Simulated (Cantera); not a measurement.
A Cantera script and what it prints.

```python
import numpy as np
import cantera as ct

gas_names = """
    O2 H2O
""".split()
cond_names = """
    Li(L) LiH(L) LiOH(L) Li2O(s)
""".split()


# ... load() reads the species with a 1 bar reference pressure and builds the phases ...
species = {s.name: s for s in load("nasa_gas.yaml", gas_names) + load("nasa_condensed.yaml", cond_names)}
T = 1825
g = {n: (s.thermo.h(T) - T * s.thermo.s(T)) / (ct.gas_constant * T * np.log(10)) for n, s in species.items()}
valid = cond_names  # the entries whose range holds T


def stable(la, lb):
    # potentials (over RT ln 10) of the two non-metals from log10 p(O2) and log10 p(H2O) in bar
    mu = {}
    mu["O"] = (g["O2"] + la) / 2
    mu["H"] = (g["H2O"] + lb - 1 * mu["O"]) / 2
    cost = {}
    for n in valid:
        c = species[n].composition
        cost[n] = (g[n] - sum(c.get(e, 0) * m for e, m in mu.items())) / c["Li"]
    return min(cost, key=cost.get)


results = []
for lb in [1, -0.1, -1.2, -2.3, -3.4, -4.5, -5.6, -6.7, -7.8, -8.9, -10]:
    row = [stable(la, lb) for la in [-16, -15.1, -14.2, -13.3, -12.4, -11.6, -10.7, -9.8, -8.9, -8, -7.1, -6.2, -5.3, -4.4, -3.6, -2.7, -1.8, -0.9, 0]]
    results.append(row)
    print(f"{lb:6.1f}  " + " ".join(f"{valid.index(n):x}" for n in row))
print("key: " + ", ".join(f"{i:x} {n}" for i, n in enumerate(valid)))
```

It prints:

```
   1.0  1 2 2 2 2 2 2 2 2 2 2 2 2 2 2 2 2 2 2
  -0.1  3 3 3 3 3 3 3 3 3 3 3 3 3 3 3 3 3 3 3
  -1.2  3 3 3 3 3 3 3 3 3 3 3 3 3 3 3 3 3 3 3
  -2.3  3 3 3 3 3 3 3 3 3 3 3 3 3 3 3 3 3 3 3
  -3.4  3 3 3 3 3 3 3 3 3 3 3 3 3 3 3 3 3 3 3
  -4.5  3 3 3 3 3 3 3 3 3 3 3 3 3 3 3 3 3 3 3
  -5.6  3 3 3 3 3 3 3 3 3 3 3 3 3 3 3 3 3 3 3
  -6.7  3 3 3 3 3 3 3 3 3 3 3 3 3 3 3 3 3 3 3
  -7.8  3 3 3 3 3 3 3 3 3 3 3 3 3 3 3 3 3 3 3
  -8.9  3 3 3 3 3 3 3 3 3 3 3 3 3 3 3 3 3 3 3
 -10.0  3 3 3 3 3 3 3 3 3 3 3 3 3 3 3 3 3 3 3
key: 0 Li(L), 1 LiH(L), 2 LiOH(L), 3 Li2O(s)
```

Source: NASA polynomial tables (part measured, part estimated), evaluated in Cantera. Not in the tables: the peroxide. Part of the grid cannot be reached: there another gas would pass 10 bar, or a non-metal would condense.
